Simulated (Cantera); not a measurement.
Mixture: CO : H₂ : CH₄ : O₂ : N₂ = 1 : 0.1 : 0.14 : 1.54 : 5.78 (molar parts), at 101000 Pa, adiabatic and at constant volume. Ignition delay is the time to a rise of 400 K.

Computed with Cantera and GRI-Mech 3.0 (53 species, 325 reactions).

Question: What does this change do: CH4 0.14 to 0.055 parts?

Answer: 
| quantity | before | after |
|---|---|---|
| delay at 1025 K | 2.79 ms | 1.19 ms |
| delay at 1075 K | 1.38 ms | 0.552 ms |
| delay at 1125 K | 0.779 ms | 0.335 ms |
| delay at 1175 K | 0.487 ms | 0.236 ms |
| delay at 1225 K | 0.332 ms | 0.182 ms |
| delay at 1275 K | 0.241 ms | 0.149 ms |
Where the delays flatten at high temperature, the 400 K rule measures the pace of heat release, not the induction time.

Question: What does this change do: H2 0.1 to 0.25 parts?

Answer: 
```csv
quantity,before,after
delay at 1025 K,2.79 ms,1.30 ms
delay at 1075 K,1.38 ms,0.608 ms
delay at 1125 K,0.779 ms,0.341 ms
delay at 1175 K,0.487 ms,0.218 ms
delay at 1225 K,0.332 ms,0.153 ms
delay at 1275 K,0.241 ms,0.115 ms
apparent activation energy between 1175 and 1275 K,87 kJ/mol,80 kJ/mol
```
